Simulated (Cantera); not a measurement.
Input: 1 mol SiH4, 0.26 mol C2H2, 1400 mol H2, equilibrated at 1698.15 K and 0.330 bar.

These are equilibrium values from Cantera (NASA tables, ideal gas, pure condensed phases), not measurements of a reactor. Candidate condensed phases: C, C6H6, C7H8, C8H18, Si, SiC; 87 gas species. Mutual solubility and eutectic melting of coexisting phases are not modelled. Gases not in the tables: Si2H6 and higher silanes. The numbers say what is thermodynamically allowed, not how fast it happens.

Base state: H2 1.000, H 0.000252, SiH2 1.40e-5 (mole fractions); condensed: Si(l) + SiC(s).

**Question.** What changes in the equilibrium state with this change: temperature from 1698.15 K to 2300 K?

**Answer.** 
```json
[
 {"species": "H2", "before": "1.000", "after": "0.982"},
 {"species": "H", "before": "0.000252", "after": "0.0167"},
 {"species": "Si", "before": "1.99e-6", "after": "0.000496"},
 {"species": "C2H2 (acetylene)", "before": "1.56e-8", "after": "0.000167"},
 {"species": "SiH", "before": "1.78e-6", "after": "0.000104"},
 {"species": "SiH2", "before": "1.40e-5", "after": "8.06e-5"},
 {"species": "CH4", "before": "5.35e-6", "after": "1.35e-5"},
 {"species": "Si(l), mol", "before": "0.462", "after": "0"},
 {"species": "SiC(s), mol", "before": "0.512", "after": "0"}
]
```
